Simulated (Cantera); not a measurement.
An isothermal, constant-pressure homogeneous reactor starts with 20.4 % NO, 79.6 % N₂, at 1873 K and 73000 Pa.

Detailed kinetics in Cantera: GRI-Mech 3.0 (53 species, 325 reactions).

x: mole fraction; the columns are a selection and need not sum to one.

| t (s) | x NO | x O₂ | x O | x N₂ | x N₂O | x NO₂ |
|---|---|---|---|---|---|---|
| 2.00e-5 | 0.204 | 2.90e-10 | 2.38e-7 | 0.796 | 2.62e-7 | 2.77e-8 |
| 0.000112 | 0.204 | 7.47e-9 | 9.41e-7 | 0.796 | 1.43e-6 | 6.00e-7 |
| 0.000632 | 0.204 | 2.25e-7 | 3.31e-6 | 0.796 | 6.72e-6 | 6.48e-6 |
| 0.00356 | 0.204 | ? | ? | 0.796 | 1.69e-5 | ? |
| 0.0200 | 0.203 | 0.000256 | 1.62e-5 | 0.796 | 1.82e-5 | 4.44e-5 |
| 0.112 | 0.201 | ? | ? | 0.798 | 1.77e-5 | ? |
| 0.632 | 0.186 | 0.00915 | 3.07e-5 | 0.805 | 1.50e-5 | 7.98e-5 |
| 3.56 | 0.121 | 0.0414 | 5.81e-5 | 0.837 | 6.31e-6 | 0.000101 |
| 20.0 | 0.0220 | 0.0910 | 8.41e-5 | 0.887 | 3.85e-7 | 2.67e-5 |

Fill in the missing entries.


- 0.00356, x O₂: 1.71e-5
- 0.00356, x O: 1.33e-5
- 0.00356, x NO₂: 3.58e-5
- 0.112, x O₂: 0.00163
- 0.112, x O: 1.92e-5
- 0.112, x NO₂: 5.25e-5
